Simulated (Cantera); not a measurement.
A perfectly stirred reactor is fed with 55.2 % NO, 44.8 % N2, at 10.00 Torr; it is held at 2050 K, and followed from long to short residence time.

Detailed kinetics in Cantera: GRI-Mech 3.0 (53 species, 325 reactions). Radical loss at walls, strong at low pressure, is not modelled.

Q: Predict: x(NO) at τ = 2.40 s; x(NO2) at τ = 2.40 s; x(O2) at τ = 2.40 s; x(N2O) at τ = 2.40 s; x(N2) at τ = 2.40 s; x(NO) at τ = 15.0 ms; x(NO2) at τ = 15.0 ms; x(O2) at τ = 15.0 ms; x(N2O) at τ = 15.0 ms; x(N2) at τ = 15.0 ms.

A: 
```
Quantity                Result
---------------------  -------
x(NO) at τ = 2.40 s      0.419
x(NO2) at τ = 2.40 s   4.12e-5
x(O2) at τ = 2.40 s     0.0654
x(N2O) at τ = 2.40 s   4.68e-5
x(N2) at τ = 2.40 s      0.514
x(NO) at τ = 15.0 ms     0.552
x(NO2) at τ = 15.0 ms  2.59e-6
x(O2) at τ = 15.0 ms   3.06e-5
x(N2O) at τ = 15.0 ms  5.89e-5
x(N2) at τ = 15.0 ms     0.448
```
